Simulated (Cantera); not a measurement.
Ignition delay

Mixture: CH4 : C2H6 : C3H8 : O2 : N2 : CO2 = 1 : 0.11 : 0.037 : 1.98 : 6.2 : 3.5 (molar parts), equivalence ratio 1.3, at 24000 Torr, adiabatic and at constant volume. Ignition delay is the time to a rise of 400 K.

Model: GRI-Mech 3.0 (53 species, 325 reactions), integrated in Cantera. The pressure lies above the range GRI-Mech 3.0 was tuned for (to about 10 atm).

```json
[
 {"T0 (K)": "1000", "delay (ms)": "8.28"},
 {"T0 (K)": "1075", "delay (ms)": "2.24"},
 {"T0 (K)": "1150", "delay (ms)": "0.758"},
 {"T0 (K)": "1225", "delay (ms)": "0.303"},
 {"T0 (K)": "1300", "delay (ms)": "0.137"},
 {"T0 (K)": "1375", "delay (ms)": "0.0670"},
 {"T0 (K)": "1450", "delay (ms)": "0.0347"}
]
```

```yaml
apparent activation energy between 1300 and 1450 K: 140 kJ/mol
```
